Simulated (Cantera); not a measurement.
What does this Cantera script print?

```python
import numpy as np
import cantera as ct

gas = ct.Solution("gri30.yaml")
gas.TPX = 1048, 150000, {'CO': 0.003, 'O2': 0.013, 'H2O': 0.017, 'N2': 1}
reactor = ct.IdealGasConstPressureReactor(gas, energy="off", clone=False)
net = ct.ReactorNet([reactor])
net.rtol, net.atol = 1e-08, 1e-18
show = ['CO', 'O2', 'H2O', 'O', 'NO']
times = np.geomspace(0.0004, 1, 13)

steps = ct.SolutionArray(gas, extra=["t"])
rows = []
print(f"{'t/s':>10s}{'T/K':>9s}{'P/Pa':>11s}" + "".join(f"{s:>11s}" for s in show))
for t in times:
    while net.time < t:
        t_next = net.step()
        steps.append(gas.state, t=t_next)
    rows.append([np.interp(t, steps.t, y) for y in (steps.T, steps.P, *steps(*show).X.T)])
    print(f"{t:10.3e}{rows[-1][0]:9.1f}{rows[-1][1]:11.4g}" + "".join(f"{x:11.3e}" for x in rows[-1][2:]))
rate = np.gradient(steps.T, steps.t)
print("integrator steps:", len(steps.t))
if steps.T.max() > steps.T[0] + 200:
    print(f"time of steepest temperature rise: {steps.t[rate.argmax()]:.4e} s")
gas.TPX = 1048, 150000, {'CO': 0.003, 'O2': 0.013, 'H2O': 0.017, 'N2': 1}
gas.equilibrate("TP")
print(f"equilibrium (TP): T = {gas.T:.1f} K  " + "  ".join(f"{s} {gas[s].X[0]:.3e}" for s in show))
```

Result:

```
       t/s      T/K       P/Pa         CO         O2        H2O          O         NO
 4.000e-04   1048.0    1.5e+05  2.904e-03  1.258e-02  1.646e-02  6.018e-11  7.561e-21
 7.678e-04   1048.0    1.5e+05  2.904e-03  1.258e-02  1.646e-02  1.193e-10  2.852e-20
 1.474e-03   1048.0    1.5e+05  2.904e-03  1.258e-02  1.646e-02  2.638e-10  1.173e-19
 2.828e-03   1048.0    1.5e+05  2.904e-03  1.258e-02  1.646e-02  7.385e-10  6.057e-19
 5.429e-03   1048.0    1.5e+05  2.904e-03  1.258e-02  1.646e-02  3.668e-09  6.731e-18
 1.042e-02   1048.0    1.5e+05  2.904e-03  1.258e-02  1.646e-02  6.445e-08  1.191e-15
 2.000e-02   1048.0    1.5e+05  2.858e-03  1.256e-02  1.645e-02  1.339e-06  2.037e-12
 3.839e-02   1048.0    1.5e+05  2.608e-03  1.244e-02  1.644e-02  1.642e-06  2.450e-11
 7.368e-02   1048.0    1.5e+05  2.177e-03  1.223e-02  1.644e-02  1.407e-06  7.560e-11
 1.414e-01   1048.0    1.5e+05  1.584e-03  1.194e-02  1.645e-02  1.000e-06  1.649e-10
 2.714e-01   1048.0    1.5e+05  9.587e-04  1.163e-02  1.646e-02  5.595e-07  2.766e-10
 5.210e-01   1048.0    1.5e+05  4.713e-04  1.138e-02  1.647e-02  2.356e-07  3.505e-10
 1.000e+00   1048.0    1.5e+05  1.937e-04  1.124e-02  1.648e-02  7.332e-08  3.363e-10
integrator steps: 689
equilibrium (TP): T = 1048.0 K  CO 6.538e-12  O2 1.114e-02  H2O 1.648e-02  O 5.489e-11  NO 1.330e-05
```

Detailed kinetics in Cantera: GRI-Mech 3.0 (53 species, 325 reactions).
